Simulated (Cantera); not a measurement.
Charge: 1 mol C2F6, 0.069 mol CH4, held at 0.00650 bar.

Method: chemical equilibrium by Gibbs-energy minimisation in Cantera with the NASA 1993 tables (ideal gas, pure condensed phases). Candidate condensed phases: C, C6H6, C7H8, C8H18; 95 gas species. The feed counts by its element totals alone. Gases not in the tables: C2F6 and larger saturated fluorocarbons. Rates play no part. All values below are at 1398 K.

Base state: CF4 0.838, HF 0.162, CF2 9.45e-5, CF3 2.57e-5, F 1.29e-5 (mole fractions); condensed: C(graphite).

Q: What changes in the equilibrium state with this change: CH4 from 0.069 to 0.43 mol?

A: 
| species | before | after |
|---|---|---|
| HF | 0.162 | 0.616 |
| CF4 | 0.838 | 0.383 |
| CF2 | 9.45e-5 | 6.39e-5 |
| CF3 | 2.57e-5 | 1.43e-5 |
| F | 1.29e-5 | 1.06e-5 |
| C(graphite), mol | 0.638 | 1.36 |

Q: What changes in the equilibrium state with this change: CH4 from 0.069 to 0.88 mol?

A: 
```json
[
 {"species": "HF", "before": "0.162", "after": "0.850"},
 {"species": "CF4", "before": "0.838", "after": "0.150"},
 {"species": "CF2", "before": "9.45e-5", "after": "3.99e-5"},
 {"species": "CF3", "before": "2.57e-5", "after": "7.05e-6"},
 {"species": "F", "before": "1.29e-5", "after": "8.41e-6"},
 {"species": "C(graphite), mol", "before": "0.638", "after": "2.26"}
]
```
